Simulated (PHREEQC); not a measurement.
# Silver or lead bath (model solution)

Dissolve 0.00018 mol/kgw PbCl2, 0.076 mol/kgw KBr and 0.076 mol/kgw Zn(NO3)2 at 20 °C. Closed to the air; pH follows from the charge balance.

Computed with PHREEQC (ion-association model, wateq4f.dat).

Each row changes one thing in this solution. Precipitation was switched off in this run.

| case | pH | Cl- (mol/kgw) | Pb+2 (mol/kgw) | PbNO3+ (mol/kgw) | ZnCl+ (mol/kgw) | ZnOH+ (mol/kgw) | SI of Pb(OH)2 (Pb(OH)2) | SI of Zincite(c) (ZnO) |
|---|---|---|---|---|---|---|---|---|
| as made | 5.37 | 0.000344 | 6.40e-5 | 3.77e-5 | 1.61e-5 | 5.23e-6 | -2.31 | -2.33 |
| temperature from 20 to 85 °C | 4.50 | 0.000247 | 4.53e-5 | 2.22e-5 | 0.000112 | 4.13e-5 | -2.39 | -1.18 |
| temperature from 20 to 90 °C | 4.45 | 0.000236 | 4.43e-5 | 2.13e-5 | 0.000123 | 4.68e-5 | -2.39 | -1.10 |
| KBr left out | 5.35 | 0.000342 | 0.000110 | 6.95e-5 | 1.76e-5 | 5.38e-6 | -2.11 | -2.34 |
| diluted 100-fold with water | 6.15 | 3.59e-6 | 1.68e-6 | 2.97e-8 | 4.65e-9 | 6.71e-7 | -1.91 | -2.34 |

At this temperature some constants are extrapolated from 25 °C, and those without enthalpy data are left unchanged.
